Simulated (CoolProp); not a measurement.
R236EA along the isobar 6 MPa: fugacity coefficient from the reference equation and from simpler models built on Tc = 412.4 K, pc = 3.414 MPa, ω = 0.368; each cubic takes its own stable root.

Values from CoolProp's reference Helmholtz-energy equation of state, Rui 2013.

| T (K) | phase | reference | van der Waals | Redlich-Kwong | Soave-Redlich-Kwong |
|---|---|---|---|---|---|
| 293.4 | liquid | 0.03499 | 0.1537 | 0.06872 | 0.03615 |
| 301.9 | liquid | 0.04623 | 0.1726 | 0.08469 | 0.04789 |
| 310.4 | liquid | 0.05982 | 0.1925 | 0.1027 | 0.06215 |
| 318.8 | liquid | 0.07576 | 0.2130 | 0.1226 | 0.07890 |
| 327.3 | liquid | 0.09458 | 0.2346 | 0.1446 | 0.09871 |
| 335.8 | liquid | 0.1162 | 0.2569 | 0.1686 | 0.1215 |
| 344.2 | liquid | 0.1404 | 0.2796 | 0.1940 | 0.1470 |
| 352.7 | liquid | 0.1677 | 0.3032 | 0.2215 | 0.1758 |
| 361.2 | liquid | 0.1978 | 0.3272 | 0.2503 | 0.2074 |
| 369.7 | liquid | 0.2306 | 0.3517 | 0.2805 | 0.2418 |
| 378.1 | liquid | 0.2655 | 0.3761 | 0.3113 | 0.2781 |
| 386.6 | liquid | 0.3030 | 0.4010 | 0.3433 | 0.3170 |
| 395.1 | liquid | 0.3423 | 0.4259 | 0.3759 | 0.3575 |
| 403.5 | liquid | 0.3827 | 0.4506 | 0.4083 | 0.3986 |
| 412 | liquid | 0.4244 | 0.4754 | 0.4410 | 0.4406 |
